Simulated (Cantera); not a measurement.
Input: 1 mol Fe₂O₃, 0.78 mol CH₄, 12 mol N₂, equilibrated at 133 Pa.

Equilibrium computed with Cantera from the NASA thermochemical tables; the gas is ideal and each condensed phase is pure. Candidate condensed phases: C, C₆H₆, C₇H₈, C₈H₁₈, Fe, Fe(CO)₅, FeO, Fe(OH)₂, Fe(OH)₃, Fe₂O₃, Fe₃O₄, H₂O; 140 gas species. The tables' stoichiometric FeO is somewhat more stable than real wüstite, so its field is too wide. FeO: taken at fixed stoichiometry. The numbers say what is thermodynamically allowed, not how fast it happens.

log p: log10 of the partial pressure in bar; n: condensed amount in mol.

```json
[
 {"T (K)": "1925", "log p N₂": "-2.98", "log p Fe": "-4.19", "log p H₂O": "-4.16", "log p H₂": "-4.19", "log p CO": "-4.26", "log p CO₂": "-4.86", "log p H": "-5.12", "log p FeO": "-5.93", "log p O₂": "-7.52", "n FeO(l)": "[?]"},
 {"T (K)": "1950", "log p N₂": "-2.98", "log p Fe": "-4.14", "log p H₂O": "-4.13", "log p H₂": "-4.25", "log p CO": "-4.28", "log p CO₂": "-4.80", "log p H": "-5.06", "log p FeO": "-5.77", "log p O₂": "-7.18", "n FeO(l)": "[?]"},
 {"T (K)": "1975", "log p N₂": "-2.98", "log p Fe": "-4.09", "log p H₂O": "-4.10", "log p H₂": "-4.30", "log p CO": "-4.30", "log p CO₂": "-4.75", "log p H": "-5.01", "log p FeO": "-5.62", "log p O₂": "-6.84", "n FeO(l)": "[?]"},
 {"T (K)": "2000", "log p N₂": "-2.99", "log p Fe": "-4.05", "log p H₂O": "-4.07", "log p H₂": "-4.36", "log p CO": "-4.33", "log p CO₂": "-4.70", "log p H": "-4.97", "log p FeO": "-5.47", "log p O₂": "-6.51", "n FeO(l)": "[?]"},
 {"T (K)": "2025", "log p N₂": "-2.99", "log p Fe": "-4.01", "log p H₂O": "-4.06", "log p H₂": "-4.42", "log p CO": "-4.35", "log p CO₂": "-4.65", "log p H": "-4.93", "log p FeO": "-5.32", "log p O₂": "-6.18", "n FeO(l)": "[?]"},
 {"T (K)": "2050", "log p N₂": "-2.99", "log p Fe": "-3.98", "log p H₂O": "-4.04", "log p H₂": "-4.49", "log p CO": "-4.38", "log p CO₂": "-4.61", "log p H": "-4.89", "log p FeO": "-5.18", "log p O₂": "-5.86", "n FeO(l)": "[?]"},
 {"T (K)": "2075", "log p N₂": "-3.00", "log p Fe": "-3.94", "log p H₂O": "-4.03", "log p H₂": "-4.56", "log p CO": "-4.42", "log p CO₂": "-4.57", "log p H": "-4.86", "log p FeO": "-5.04", "log p O₂": "-5.55", "n FeO(l)": "[?]"},
 {"T (K)": "2100", "log p N₂": "-3.01", "log p Fe": "-3.90", "log p H₂O": "-4.03", "log p H₂": "-4.63", "log p CO": "-4.45", "log p CO₂": "-4.55", "log p H": "-4.82", "log p FeO": "-4.90", "log p O₂": "-5.26", "n FeO(l)": "[?]"},
 {"T (K)": "2125", "log p N₂": "-3.02", "log p Fe": "-3.85", "log p H₂O": "-4.04", "log p H₂": "-4.70", "log p CO": "-4.49", "log p CO₂": "-4.53", "log p H": "-4.79", "log p FeO": "-4.77", "log p O₂": "-4.99", "n FeO(l)": "[?]"},
 {"T (K)": "2150", "log p N₂": "-3.02", "log p Fe": "-3.85", "log p H₂O": "-4.06", "log p H₂": "-4.68", "log p CO": "-4.47", "log p CO₂": "-4.56", "log p H": "-4.71", "log p FeO": "-4.78", "log p O₂": "-4.92", "n FeO(l)": "0"},
 {"T (K)": "2175", "log p N₂": "-3.02", "log p Fe": "-3.85", "log p H₂O": "-4.08", "log p H₂": "-4.65", "log p CO": "-4.45", "log p CO₂": "-4.59", "log p H": "-4.64", "log p FeO": "-4.80", "log p O₂": "-4.87", "n FeO(l)": "0"}
]
```

Question: What belongs in the gaps?

Answer: 
- 1925, n FeO(l): 1.25
- 1950, n FeO(l): 1.15
- 1975, n FeO(l): 1.04
- 2000, n FeO(l): 0.930
- 2025, n FeO(l): 0.807
- 2050, n FeO(l): 0.669
- 2075, n FeO(l): 0.505
- 2100, n FeO(l): 0.295
- 2125, n FeO(l): 0.00999
